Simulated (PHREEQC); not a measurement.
0.67 g of hydrous ferric oxide (600 m²/g; 0.2 weak and 0.005 strong sites per Fe, Dzombak-Morel constants, diffuse double layer) in 1 kg of water with 0.1 mol/kgw of an inert sodium salt and 2.6e-06 mol NiCl2, at 25 °C; the pH is set by adding NaOH or the inert anion's acid. Oxygen alone is held at its pressure in air (log pO2 = -0.68). CO2 from the air is kept out. No solid was allowed to form.

All values are PHREEQC results (ion-association model, wateq4f.dat), not measurements.

**Question.** Predict Ni sorbed (%), surface charge σ (C/m²), surface potential ψ (mV) at pH = 5.5, 6, 10.5.

**Answer.** 
| pH | Ni sorbed (%) | surface charge σ (C/m²) | surface potential ψ (mV) |
|---|---|---|---|
| 5.5 | 7.3 | 0.159 | 111 |
| 6 | 36.4 | 0.112 | 93 |
| 10.5 | 100.0 | -0.137 | -103 |

Complexes and solids missing from the database can't appear. The oxide is taken as insoluble; below pH 4 it would dissolve.
